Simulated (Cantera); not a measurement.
Charge: 1 mol SiCl4, 4.8 mol NH3, 1.7 mol N2, held at 8600 Pa.

Cantera equilibrium calculation (NASA polynomials, part measured and part estimated; ideal gas, pure solids and liquids). Candidate condensed phases: NH4Cl, Si, Si3N4; 28 gas species. Gases not in the tables: Si2H6 and higher silanes. Kinetics and transport are ignored.

### Question
Which condensed phases are stable at each of these points (T (°C)): 1275, 1325, 1375, 1425, 1475, 1525, 1575, 1625, 1675?

### Answer
| T (°C) | condensed phases | Si condensed (%) |
|---|---|---|
| 1275 | Si3N4(s) | 73.1 |
| 1325 | Si3N4(s) | 61.8 |
| 1375 | Si3N4(s) | 48.0 |
| 1425 | Si3N4(s) | 32.7 |
| 1475 | Si3N4(s) | 17.1 |
| 1525 | Si3N4(s) | 2.0 |
| 1575 | gas only | 0.0 |
| 1625 | gas only | 0.0 |
| 1675 | gas only | 0.0 |

From 1275 °C to 1525 °C the condensed part is Si3N4(s). From 1575 °C to 1675 °C nothing is condensed.
